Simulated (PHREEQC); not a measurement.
Make-up at 65 °C: 0.0017 mol/kgw HF, 0.00011 mol/kgw (NH4)2SiF6, 7.3e-05 mol/kgw H3PO4 and 0.0021 mol/kgw HCl. Closed to the air; pH follows from the charge balance.

All values are PHREEQC results (ion-association model, phreeqc.dat), not measurements.

This is a speciation only: nothing precipitates in the calculation.

Question: Predict the pH.

Answer: pH 2.67.

Question: In which forms is F present?

Answer: HF 86 %, F- 13 % of the F.

Constants without temperature data keep their 25 °C values here. SiF6-2 is the database's only silicon fluoride.
